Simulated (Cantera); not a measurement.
Input (Python, Cantera):

```python
import numpy as np
import cantera as ct

gas = ct.Solution("gri30.yaml")
gas.TPX = 625, 130000, {'CO': 1, 'H2': 0.58, 'O2': 0.868, 'N2': 3.26, 'H2O': 0.51}
inlet = ct.Reservoir(gas, clone=True)
gas.equilibrate("HP")  # start burning
reactor = ct.IdealGasConstPressureReactor(gas, energy="on", clone=False)
exhaust = ct.Reservoir(gas, clone=True)
tau = [0.094, 0.03, 0.0097, 0.0031, 0.00099, 0.00032, 0.0001, 3.2e-05, 1e-05, 3.3e-06][0]
for a, b in ((inlet, reactor), (reactor, exhaust)):
    ct.MassFlowController(a, b, mdot=lambda t: reactor.mass / tau)
net = ct.ReactorNet([reactor])
show = ['CO', 'H2', 'O2', 'N2O', 'H2O']

rows = []
print(f"{'tau/s':>10s}{'T/K':>9s}" + "".join(f"{s:>11s}" for s in show))
for tau in [0.094, 0.03, 0.0097, 0.0031, 0.00099, 0.00032, 0.0001, 3.2e-05, 1e-05, 3.3e-06]:
    net.initial_time = 0.0
    net.advance(30 * tau)
    before = gas.X
    net.advance(40 * tau)
    drift = np.max(np.abs(gas.X - before) / (gas.X + 1e-9))
    rows.append([gas.T, *gas[show].X, drift])
    print(f"{tau:10.3e}{gas.T:9.1f}" + "".join(f"{x:11.3e}" for x in gas[show].X))
```

It prints:

```
     tau/s      T/K         CO         H2         O2        N2O        H2O
 9.400e-02   2351.3  1.742e-02  3.504e-03  2.100e-02  2.516e-07  1.910e-01
 3.000e-02   2341.3  1.869e-02  3.781e-03  2.229e-02  2.480e-07  1.902e-01
 9.700e-03   2310.0  2.202e-02  4.544e-03  2.458e-02  2.447e-07  1.884e-01
 3.100e-03   2237.9  2.886e-02  6.275e-03  2.854e-02  2.303e-07  1.843e-01
 9.900e-04   2121.0  3.849e-02  9.077e-03  3.409e-02  2.023e-07  1.777e-01
 3.200e-04   1967.7  4.911e-02  1.248e-02  4.062e-02  1.733e-07  1.692e-01
 1.000e-04   1767.9  6.293e-02  1.565e-02  4.942e-02  1.481e-07  1.600e-01
 3.200e-05   1467.2  1.015e-01  1.817e-02  7.145e-02  1.195e-07  1.550e-01
 1.000e-05    625.0  1.608e-01  9.328e-02  1.396e-01 -1.395e-21  8.202e-02
 3.300e-06    625.0  1.608e-01  9.328e-02  1.396e-01  2.708e-25  8.202e-02
```

Detailed kinetics in Cantera: GRI-Mech 3.0 (53 species, 325 reactions).
